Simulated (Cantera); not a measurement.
Adiabatic ignition

An adiabatic, constant-pressure homogeneous reactor starts with 5.33 % CH₄, 0.149 % C₂H₆, 19.9 % O₂, 74.6 % N₂, equivalence ratio 0.56, at 1750 K and 1.30 bar.

Cantera simulation using GRI-Mech 3.0 (53 species, 325 reactions); the numbers are that mechanism's predictions, not measurements.

| t (s) | T (K) | x CH₄ | x C₂H₆ | x O₂ | x HO₂ | x C₂H₂ | x NO | x HCN |
|---|---|---|---|---|---|---|---|---|
| 9.00e-6 | 1748 | 0.0531 | 0.00122 | 0.199 | 1.73e-5 | 3.99e-8 | 7.96e-12 | <1e-12 |
| 1.75e-5 | 1747 | 0.0524 | 0.00103 | 0.198 | 4.13e-5 | 4.99e-7 | 3.77e-11 | 7.69e-12 |
| 3.42e-5 | 1761 | 0.0482 | 0.000850 | 0.195 | 0.000141 | 1.08e-5 | 3.77e-10 | 2.98e-10 |
| 6.66e-5 | 2311 | 1.56e-10 | <1e-12 | 0.0935 | 9.32e-6 | 3.36e-11 | 1.25e-5 | 4.55e-8 |
| 0.000130 | 2499 | <1e-12 | <1e-12 | 0.0853 | 7.82e-6 | <1e-12 | 0.000223 | 7.03e-12 |
| 0.000253 | 2616 | <1e-12 | <1e-12 | 0.0849 | 9.68e-6 | <1e-12 | 0.000772 | 1.28e-11 |
| 0.000493 | 2648 | <1e-12 | <1e-12 | 0.0843 | 1.08e-5 | <1e-12 | 0.00185 | 1.75e-11 |
| 0.000961 | 2647 | <1e-12 | <1e-12 | 0.0834 | 1.07e-5 | <1e-12 | 0.00380 | 2.21e-11 |
| 0.00187 | 2643 | <1e-12 | <1e-12 | 0.0819 | 1.05e-5 | <1e-12 | 0.00701 | 2.91e-11 |
| 0.00365 | 2638 | <1e-12 | <1e-12 | 0.0799 | 1.02e-5 | <1e-12 | 0.0113 | 3.74e-11 |
| 0.00711 | 2633 | <1e-12 | <1e-12 | 0.0782 | 9.95e-6 | <1e-12 | 0.0150 | 4.40e-11 |
| 0.0139 | 2631 | <1e-12 | <1e-12 | 0.0775 | 9.84e-6 | <1e-12 | 0.0166 | 4.65e-11 |
| 0.0270 | 2631 | <1e-12 | <1e-12 | 0.0774 | 9.83e-6 | <1e-12 | 0.0167 | 4.67e-11 |
| 0.0527 | 2631 | <1e-12 | <1e-12 | 0.0774 | 9.83e-6 | <1e-12 | 0.0167 | 4.67e-11 |
| 0.103 | 2631 | <1e-12 | <1e-12 | 0.0774 | 9.83e-6 | <1e-12 | 0.0167 | 4.67e-11 |
| 0.200 | 2631 | <1e-12 | <1e-12 | 0.0774 | 9.83e-6 | <1e-12 | 0.0167 | 4.67e-11 |
x: mole fraction; the columns are a selection and need not sum to one.

The time of steepest temperature rise comes out as 60.7 µs and the temperature at 0.200 s is 2631 K. The equilibrium temperature is 2631 K. The x(CH₄) at 0.200 s is <1e-12 (gas-phase equilibrium <1e-12), the x(C₂H₆) at 0.200 s comes out as <1e-12 (gas-phase equilibrium <1e-12) and the x(O₂) at 0.200 s is 0.0774 (gas-phase equilibrium 0.0774).
